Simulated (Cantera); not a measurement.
Input: 1 mol SiH2Cl2, 0.3 mol NO, a varied amount of O2, equilibrated at 800 K and 1.00 Torr.

Method: chemical equilibrium by Gibbs-energy minimisation in Cantera with the NASA 1993 tables (ideal gas, pure condensed phases). Candidate condensed phases: H2O, NH4Cl, Si, SiO2, Si2N2O, Si3N4; 47 gas species. Kinetics and transport are ignored.

x: gas mole fraction; n: condensed amount in mol.

| n(O2) (mol) | x O2 | x HCl | x H2O | x Cl2 | x N2 | x Cl | n SiO2(α-quartz) |
|---|---|---|---|---|---|---|---|
| 1.2 | 0.0982 | 0.644 | 0.0972 | 0.0972 | 0.0629 | 7.98e-5 | 1.00 |
| 1.7 | ? | ? | 0.0963 | 0.0963 | ? | 7.95e-5 | 1.00 |
| 2.4 | 0.394 | 0.395 | 0.0843 | 0.0842 | 0.0422 | 7.43e-5 | 1.00 |
| 3.4 | 0.527 | 0.302 | 0.0693 | 0.0692 | 0.0330 | 6.74e-5 | 1.00 |
| 4.8 | ? | ? | ? | ? | ? | ? | 1.00 |
| 6.8 | 0.729 | 0.168 | 0.0419 | 0.0419 | 0.0189 | 5.24e-5 | 1.00 |
| 9.5 | 0.798 | 0.125 | 0.0317 | 0.0317 | 0.0141 | 4.56e-5 | 1.00 |

### Question
What belongs in the gaps?

### Answer

- 1.7, x O2: 0.249
- 1.7, x HCl: 0.506
- 1.7, x N2: 0.0524
- 4.8, x O2: 0.638
- 4.8, x HCl: 0.227
- 4.8, x H2O: 0.0547
- 4.8, x Cl2: 0.0547
- 4.8, x N2: 0.0253
- 4.8, x Cl: 5.99e-5
